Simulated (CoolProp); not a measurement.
The fluid at 626.04 K and 0.538 MPa expands adiabatically to 0.0904 MPa with isentropic efficiency 1. The same conditions are run with several fluids, on thermodynamics alone (safety and materials aside).

Computed with CoolProp (reference Helmholtz-energy equation of state of each fluid (hydrogen chloride: Thol 2018; water: Wagner 2002; nitrogen: Span 2000; normal hydrogen: Leachman 2009; oxygen: Schmidt 1985)).

Question: Rank hydrogen chloride, water, nitrogen, normal hydrogen, oxygen by work (kJ/kg), highest first.

Answer: normal hydrogen (3620), water (418), nitrogen (261), oxygen (232), hydrogen chloride (199)

```csv
fluid,final temperature (K),final density (kg/m³)
hydrogen chloride,377.1,1.05
water,412.0,0.480
nitrogen,379.2,0.803
normal hydrogen,377.1,0.0581
oxygen,388.3,0.896
```

Above 300 K oxygen's equation is extrapolated.
